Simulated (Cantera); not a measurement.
Feed: 1 mol Si, 0.01 mol O2, 150 mol H2, 0.074 mol CO2, at 1 atm.

These are equilibrium values from Cantera (NASA tables, ideal gas, pure condensed phases), not measurements of a reactor. Candidate condensed phases: C, C6H6, C7H8, C8H18, H2O, Si, SiC, SiO2; 123 gas species. Mutual solubility and eutectic melting of coexisting phases are not modelled. Gases not in the tables: Si2H6 and higher silanes. Equilibrium is a limit: real reactors are often held back by kinetics, nucleation or transport. All values below are at 1550 °C.

Base state: H2 0.998, SiO 0.000997, H 0.000430, CO 0.000120, SiH2 3.51e-5, CH4 1.93e-5 (mole fractions); condensed: Si(l) + SiC(s).

**Question.** What changes in the equilibrium state with this change: Si replaced by SiC?

**Answer.** 
```json
[
 {"species": "H2", "before": "0.998", "after": "0.998"},
 {"species": "CO", "before": "0.000120", "after": "0.000766"},
 {"species": "H", "before": "0.000430", "after": "0.000430"},
 {"species": "SiO", "before": "0.000997", "after": "0.000351"},
 {"species": "CH4", "before": "1.93e-5", "after": "8.20e-5"},
 {"species": "SiH2", "before": "3.51e-5", "after": "8.23e-6"},
 {"species": "Si(l), mol", "before": "0.790", "after": "0"},
 {"species": "SiC(s), mol", "before": "0.0530", "after": "0.946"}
]
```
